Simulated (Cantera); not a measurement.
**Adiabatic ignition**

An adiabatic, constant-volume homogeneous reactor starts with 35.8 % CO, 12.2 % H2, 10.9 % O2, 41.1 % N2, at 1250 K and 750 Torr.

Computed with Cantera and GRI-Mech 3.0 (53 species, 325 reactions).

| t (s) | T (K) | P (bar) | x CO | x H2 | x O2 | x N2O | x O |
|---|---|---|---|---|---|---|---|
| 5.00e-6 | 1250 | 1.00 | 0.358 | 0.122 | 0.109 | <1e-12 | 1.66e-8 |
| 1.94e-5 | 1250 | 1.00 | 0.358 | 0.122 | 0.109 | 1.26e-12 | 1.24e-6 |
| 7.53e-5 | 2243 | 1.71 | 0.272 | 0.0313 | 0.0143 | 6.06e-8 | 0.0164 |
| 0.000292 | 2878 | 2.10 | 0.272 | 0.0288 | 0.00450 | 2.17e-7 | 0.00353 |
| 0.00113 | 2874 | 2.09 | 0.272 | 0.0292 | 0.00401 | 2.50e-7 | 0.00318 |
| 0.00441 | 2872 | 2.09 | 0.273 | 0.0293 | 0.00394 | 2.59e-7 | 0.00313 |
| 0.0171 | 2872 | 2.09 | 0.273 | 0.0293 | 0.00394 | 2.59e-7 | 0.00313 |
| 0.0664 | 2872 | 2.09 | 0.273 | 0.0293 | 0.00394 | 2.59e-7 | 0.00313 |
| 0.258 | 2872 | 2.09 | 0.273 | 0.0293 | 0.00394 | 2.59e-7 | 0.00313 |
| 1.00 | 2872 | 2.09 | 0.273 | 0.0293 | 0.00394 | 2.59e-7 | 0.00313 |
x: mole fraction; the columns are a selection and need not sum to one.

The time of steepest temperature rise is 52.1 µs, the temperature at 1.00 s is 2872 K and the equilibrium temperature comes out as 2872 K. The x(CO) at 1.00 s is 0.273 (gas-phase equilibrium 0.273), the x(H2) at 1.00 s is 0.0293 (gas-phase equilibrium 0.0293) and the x(O2) at 1.00 s is 0.00394 (gas-phase equilibrium 0.00394).
